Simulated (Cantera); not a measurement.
Input: 1 mol Si3N4, 0.074 mol CO2, 1.3 mol H2, held at 0.320 Pa.

Method: chemical equilibrium by Gibbs-energy minimisation in Cantera with the NASA 1993 tables (ideal gas, pure condensed phases). Candidate condensed phases: C, C6H6, C7H8, C8H18, H2O, Si, SiC, SiO2, Si2N2O, Si3N4; 151 gas species. Mutual solubility and eutectic melting of coexisting phases are not modelled. Kinetics and transport are ignored.

Question: At 1498 K, list the 7 most abundant gas species with their mole fractions, and the condensed phases.

Answer: N2 0.577, H2 0.372, SiO 0.0415, H 0.00586, Si 0.00314, CO 0.00112, SiH 1.11e-5. Condensed: Si(s) + SiC(s).
